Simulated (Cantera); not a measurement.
What does this Cantera script print?

```python
import numpy as np
import cantera as ct

gas_names = """
    H H2 Si SiH SiH2 SiH3 SiH4 Si2 Si3
""".split()
cond_names = """
    Si(cr) Si(L)
""".split()


# ... load() reads the species with a 1 bar reference pressure and builds the phases ...
atoms = {
    'Si': {'Si': 1},
    'H2': {'H': 2},
}
top_T = {}  # K; cautious upper limits of use, not melting points


# ... equilibrate(T, P, feed) seeds the gas with the atoms and calls Mixture.equilibrate('TP', solver="vcs", rtol=1e-11, max_steps=5000) ...
results = []
feed = {'Si': 1, 'H2': 6.6}  # mol
T = 773.15  # K
P = 330000  # Pa
mix = equilibrate(T, P, feed)
results.append((T, P, feed, dict(zip(mix.species_names, mix.species_moles))))
x = sorted(zip(gas.X, gas.species_names), reverse=True)
print(f"T = {T:g} K  P = {P:g} Pa  gas = {mix.phase_moles(0):.4g} mol")
print("   x: " + "  ".join(f"{s} {v:.3e}" for v, s in x if v > 0.0001))
print("   condensed (mol): " + ("  ".join(f"{mix.phase(i).name} {mix.phase_moles(i):.4g}"
      for i in range(1, mix.n_phases) if mix.phase_moles(i) > 1e-12) or "none"))
```

Result:

```
T = 773.15 K  P = 330000 Pa  gas = 6.6 mol
   x: H2 1.000e+00
   condensed (mol): Si(cr) 1
```

Equilibrium computed with Cantera from the NASA thermochemical tables; the gas is ideal and each condensed phase is pure.
